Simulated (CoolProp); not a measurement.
Values from CoolProp's reference Helmholtz-energy equation of state, Aleksandrov 2011. It is a short technical equation, of lower accuracy than the large ones.

**Question.** For n-undecane, give the phase and the cv (kJ/(kg K)), speed of sound (m/s), Joule-Thomson coefficient (K/MPa), isothermal compressibility (1/MPa) at 506.8 K and 995 kPa.

**Answer.** 
- 506.8 K and 995 kPa: liquid; cv 2.60, speed of sound 563, Joule-Thomson coefficient -0.0550, isothermal compressibility 0.00651
